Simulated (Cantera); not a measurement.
Input: 1 mol TiO₂, 0.7 mol CH₄, 0.039 mol CO, at 1602 °C and 29.3 Torr.

Method: chemical equilibrium by Gibbs-energy minimisation in Cantera with the NASA 1993 tables (ideal gas, pure condensed phases). Candidate condensed phases: C, C₆H₆, C₇H₈, C₈H₁₈, H₂O, Ti, TiC, TiO, TiO₂, Ti₂O₃, Ti₃O₅, Ti₄O₇; 113 gas species. Mutual solubility and eutectic melting of coexisting phases are not modelled. TiC: taken at fixed stoichiometry. Kinetics and transport are ignored.

Base state: H₂ 0.678, CO 0.320, H 0.00273, H₂O 0.000120, CO₂ 1.38e-5 (mole fractions); condensed: TiC(s) + Ti₂O₃(s).

**Question.** What changes in the equilibrium state with this change: TiO₂ replaced by Fe₂O₃?

**Answer.** 
```csv
species,before,after
H₂,0.678,0.446
CO,0.320,0.310
H₂O,0.000120,0.205
CO₂,1.38e-5,0.0346
Fe,0,0.00208
Fe(OH)₂,0,4.44e-5
FeO,0,1.38e-5
OH,3.78e-8,7.95e-5
"TiC(s), mol",0.0801,0
"Ti₂O₃(s), mol",0.460,0
"Fe(l), mol",0,0.210
"FeO(l), mol",0,1.78
```
Each liquid is taken as pure. The tables' stoichiometric FeO is somewhat more stable than real wüstite, so its field is too wide. FeO: taken at fixed stoichiometry. Further candidate phases: Fe, Fe(CO)₅, FeO, Fe(OH)₂, Fe(OH)₃, Fe₂O₃, Fe₃O₄.
